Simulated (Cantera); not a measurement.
An adiabatic, constant-volume homogeneous reactor starts with CH4 : O2 : N2 = 1 : 1.67 : 6.27 (molar parts), equivalence ratio 1.2, at 1750 K and 488 Torr. Integrator tolerance rtol = 1e-08.

Model: GRI-Mech 3.0 (53 species, 325 reactions), integrated in Cantera.

**Question.** What does this change do: O2 1.67 to 0.85 parts?

**Answer.** 
```json
[
 {"quantity": "time of steepest temperature rise", "before": "0.220 ms", "after": "0.398 ms"},
 {"quantity": "temperature at 3.00 s", "before": "2951 K", "after": "2497 K"},
 {"quantity": "equilibrium temperature", "before": "2951 K", "after": "2497 K"},
 {"quantity": "x(CH4) at 3.00 s", "before": "<1e-12 (gas-phase equilibrium <1e-12)", "after": "1.62e-11 (gas-phase equilibrium 1.81e-11)"},
 {"quantity": "x(O2) at 3.00 s", "before": "0.0126 (gas-phase equilibrium 0.0126)", "after": "7.08e-6 (gas-phase equilibrium 7.08e-6)"},
 {"quantity": "x(CO2) at 3.00 s", "before": "0.0314 (gas-phase equilibrium 0.0314)", "after": "0.00751 (gas-phase equilibrium 0.00751)"},
 {"quantity": "x(CO) at 3.00 s", "before": "0.0708 (gas-phase equilibrium 0.0708)", "after": "0.0998 (gas-phase equilibrium 0.0998)"},
 {"quantity": "x(HCO) at 3.00 s", "before": "1.75e-7 (gas-phase equilibrium 1.75e-7)", "after": "1.39e-7 (gas-phase equilibrium 1.39e-7)"},
 {"quantity": "x(H2O) at 3.00 s", "before": "0.136 (gas-phase equilibrium 0.136)", "after": "0.0666 (gas-phase equilibrium 0.0666)"}
]
```

**Question.** What does this change do: pressure from 488 Torr to 12000 Torr?

**Answer.** 
```
quantity                                                            before                                      after
---------------------------------  ---------------------------------------  -----------------------------------------
time of steepest temperature rise                                 0.220 ms                                    15.3 µs
temperature at 3.00 s                                               2951 K                                     3276 K
equilibrium temperature                                             2951 K                                     3276 K
x(CH4) at 3.00 s                     <1e-12 (gas-phase equilibrium <1e-12)  5.47e-12 (gas-phase equilibrium 6.59e-12)
x(O2) at 3.00 s                      0.0126 (gas-phase equilibrium 0.0126)    0.00693 (gas-phase equilibrium 0.00693)
x(CO2) at 3.00 s                     0.0314 (gas-phase equilibrium 0.0314)      0.0376 (gas-phase equilibrium 0.0376)
x(CO) at 3.00 s                      0.0708 (gas-phase equilibrium 0.0708)      0.0668 (gas-phase equilibrium 0.0668)
x(HCO) at 3.00 s                   1.75e-7 (gas-phase equilibrium 1.75e-7)    1.45e-6 (gas-phase equilibrium 1.45e-6)
x(H2O) at 3.00 s                       0.136 (gas-phase equilibrium 0.136)        0.157 (gas-phase equilibrium 0.157)
```
The pressure lies above the range GRI-Mech 3.0 was tuned for (to about 10 atm). Above 3000 K some thermodynamic fits are extrapolated.
